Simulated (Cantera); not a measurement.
# Reactions in the system C-O-Ta

Cantera with NASA thermochemical tables; ideal gases at 1 bar, condensed phases pure. Values are per mole of reaction as written; species without (g) are pure solids or liquids, kept so even where they would boil at 1 bar. TaC: taken at fixed stoichiometry.

2 CO(g) + 3 Ta = TaO₂(g) + 2 TaC

| T (K) | ΔH° (kJ) | ΔS° (J/K) | ΔG° (kJ) | log10 K |
|---|---|---|---|---|
| 523 | -269.3 | -158.4 | -186.4 | 18.62 |
| 673 | -268.7 | -157.4 | -162.7 | 12.63 |
| 823 | -267.7 | -156.2 | -139.2 | 8.83 |
| 973 | -266.7 | -155.0 | -115.8 | 6.22 |
| 1123 | -265.5 | -153.9 | -92.7 | 4.31 |
| 1273 | -264.3 | -152.9 | -69.7 | 2.86 |
| 1423 | -262.9 | -151.9 | -46.8 | 1.72 |
| 1573 | -261.6 | -151.0 | -24.1 | 0.80 |
